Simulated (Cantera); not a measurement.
An isothermal, constant-pressure homogeneous reactor starts with 0.0154 % CO, 3.66 % O2, 0.0308 % H2O, 96.3 % N2, equivalence ratio 0.0021, at 975 K and 653 Torr.

Detailed kinetics in Cantera: GRI-Mech 3.0 (53 species, 325 reactions).

x: mole fraction; the columns are a selection and need not sum to one.

```csv
t (s),x CO,x O2,x H2O,x O,x HO2
0.000300,0.000154,0.0366,0.000308,<1e-12,<1e-12
0.000738,0.000154,0.0366,0.000308,2.15e-12,<1e-12
0.00182,0.000154,0.0366,0.000308,5.27e-12,<1e-12
0.00447,0.000154,0.0366,0.000308,1.29e-11,<1e-12
0.0110,0.000154,0.0366,0.000308,3.14e-11,1.32e-12
0.0271,0.000154,0.0366,0.000308,7.73e-11,1.15e-11
0.0668,0.000154,0.0366,0.000308,1.96e-10,8.52e-11
0.164,0.000154,0.0366,0.000308,5.50e-10,6.02e-10
0.404,0.000154,0.0366,0.000308,2.34e-9,5.13e-9
0.996,0.000154,0.0366,0.000308,2.52e-8,7.86e-8
2.45,0.000148,0.0366,0.000308,3.96e-8,1.35e-7
6.03,0.000135,0.0366,0.000308,3.74e-8,1.29e-7
14.9,…,0.0366,0.000308,…,…
36.6,6.36e-5,0.0365,0.000308,2.30e-8,8.52e-8
90.0,1.95e-5,0.0365,0.000308,1.02e-8,4.22e-8
```

Q: Complete the blanks.

A: 
- 14.9, x CO: 0.000108
- 14.9, x O: 3.24e-8
- 14.9, x HO2: 1.14e-7
